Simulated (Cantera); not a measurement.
Cantera run:

```python
import numpy as np
import cantera as ct

gas_names = [...]  # 123 gases of nasa_gas.yaml made of C, H, O, Si
cond_names = """
    C(gr) C6H6(L) C7H8(L) C8H18(L),n-octa H2O(s) H2O(L) Si(cr) Si(L) SiC(b) SiO2(Lqz) SiO2(hqz) SiO2(L)
""".split()


# ... load() reads the species with a 1 bar reference pressure and builds the phases ...
atoms = {
    'Si': {'Si': 1},
    'CO2': {'C': 1, 'O': 2},
    'H2': {'H': 2},
}
top_T = {'C(gr)': 4500, 'SiC(b)': 3050}  # K; cautious upper limits of use, not melting points


# ... equilibrate(T, P, feed) seeds the gas with the atoms and calls Mixture.equilibrate('TP', solver="vcs", rtol=1e-11, max_steps=5000) ...
results = []
T = 1425  # K
P = 1333.22  # Pa
for m in [0.052, 0.074, 0.1, 0.15, 0.21, 0.3, 0.42, 0.59, 0.84, 1.2, 1.7]:
    feed = {'Si': 1, 'CO2': m, 'H2': 740}  # mol
    mix = equilibrate(T, P, feed)
    results.append((T, P, feed, dict(zip(mix.species_names, mix.species_moles))))

top = {s: max(r[3][s] / sum(r[3][g] for g in gas_names) for r in results) for s in gas_names}
cols = sorted((s for s in top if top[s] > 0.001), key=lambda s: -top[s])[:6]
seen = [c for c in cond_names if any(r[3].get(c, 0) > 1e-12 for r in results)]
print("log10 of partial pressures in bar; condensed amounts in mol")
print(f"{'n(CO2)':>10s}" + "".join(f"{s[:9]:>10s}" for s in cols + seen))
for T, P, feed, n in results:
    ng = sum(n[g] for g in gas_names)
    print(f"{feed['CO2']:10.4g}" + "".join(f"{np.log10(max(n[s] / ng * P / 1e5, 1e-99)):10.3f}" for s in cols)
          + "".join(f"{n.get(c, 0):10.4g}" for c in seen))
```

Output:

```
log10 of partial pressures in bar; condensed amounts in mol
    n(CO2)        H2        CO       SiO    Si(cr)    SiC(b) SiO2(hqz)
     0.052    -1.875    -7.427    -5.736    0.8478   0.04973         0
     0.074    -1.875    -7.274    -5.583    0.7836   0.07085         0
       0.1    -1.875    -7.143    -5.452    0.7077   0.09581         0
      0.15    -1.875    -6.967    -5.276    0.5617    0.1438         0
      0.21    -1.875    -6.821    -5.130    0.3865    0.2014         0
       0.3    -1.875    -6.667    -4.975    0.1237    0.2878         0
      0.42    -1.876    -5.632    -4.894         0    0.2898         0
      0.59    -1.876    -5.160    -4.845         0    0.2048         0
      0.84    -1.876    -4.865    -4.781         0   0.07977         0
       1.2    -1.876    -4.666    -4.838         0         0    0.1913
       1.7    -1.876    -4.515    -5.237         0         0    0.6778
```

These are equilibrium values from Cantera (NASA tables, ideal gas, pure condensed phases), not measurements of a reactor. Mutual solubility and eutectic melting of coexisting phases are not modelled. The tables hold silica as quartz up to 1696 K and as liquid above; real silica turns to tridymite and cristobalite and melts near 1996 K.
